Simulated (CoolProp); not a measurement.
Saturation properties of decamethyltetrasiloxane (MD2M) (Tc = 599.4 K, pc = 1.144 MPa, ω = 0.635).

Computed with CoolProp (reference Helmholtz-energy equation of state, Thol 2017).

```json
[
 {"T (K)": "361.9", "p (MPa)": "0.002744", "vapour density (kg/m³)": "0.2845", "enthalpy of vaporisation (kJ/kg)": "167.0", "liquid cp (kJ/(kg K))": "1.879", "surface tension (mN/m)": "12.4"},
 {"T (K)": "379.3", "p (MPa)": "0.005997", "vapour density (kg/m³)": "0.5957", "enthalpy of vaporisation (kJ/kg)": "161.0", "liquid cp (kJ/(kg K))": "1.919", "surface tension (mN/m)": "11.1"},
 {"T (K)": "396.6", "p (MPa)": "0.01193", "vapour density (kg/m³)": "1.140", "enthalpy of vaporisation (kJ/kg)": "155.1", "liquid cp (kJ/(kg K))": "1.958", "surface tension (mN/m)": "9.89"},
 {"T (K)": "413.9", "p (MPa)": "0.02199", "vapour density (kg/m³)": "2.031", "enthalpy of vaporisation (kJ/kg)": "149.2", "liquid cp (kJ/(kg K))": "1.996", "surface tension (mN/m)": "8.72"},
 {"T (K)": "431.3", "p (MPa)": "0.03811", "vapour density (kg/m³)": "3.422", "enthalpy of vaporisation (kJ/kg)": "143.1", "liquid cp (kJ/(kg K))": "2.034", "surface tension (mN/m)": "7.59"},
 {"T (K)": "448.6", "p (MPa)": "0.06232", "vapour density (kg/m³)": "5.470", "enthalpy of vaporisation (kJ/kg)": "136.9", "liquid cp (kJ/(kg K))": "2.072", "surface tension (mN/m)": "6.52"},
 {"T (K)": "465.9", "p (MPa)": "0.09723", "vapour density (kg/m³)": "8.398", "enthalpy of vaporisation (kJ/kg)": "130.4", "liquid cp (kJ/(kg K))": "2.110", "surface tension (mN/m)": "5.49"},
 {"T (K)": "483.3", "p (MPa)": "0.1460", "vapour density (kg/m³)": "12.50", "enthalpy of vaporisation (kJ/kg)": "123.6", "liquid cp (kJ/(kg K))": "2.150", "surface tension (mN/m)": "4.51"},
 {"T (K)": "500.6", "p (MPa)": "0.2114", "vapour density (kg/m³)": "18.10", "enthalpy of vaporisation (kJ/kg)": "116.2", "liquid cp (kJ/(kg K))": "2.192", "surface tension (mN/m)": "3.59"},
 {"T (K)": "518", "p (MPa)": "0.2976", "vapour density (kg/m³)": "25.77", "enthalpy of vaporisation (kJ/kg)": "108.2", "liquid cp (kJ/(kg K))": "2.238", "surface tension (mN/m)": "2.73"},
 {"T (K)": "535.3", "p (MPa)": "0.4079", "vapour density (kg/m³)": "36.19", "enthalpy of vaporisation (kJ/kg)": "99.22", "liquid cp (kJ/(kg K))": "2.292", "surface tension (mN/m)": "1.95"}
]
```

It boils at 467.6 K under 1 atm.

Surface tension comes from a separate correlation (Mulero 2014), older than this fluid's equation and unchecked against measurements.
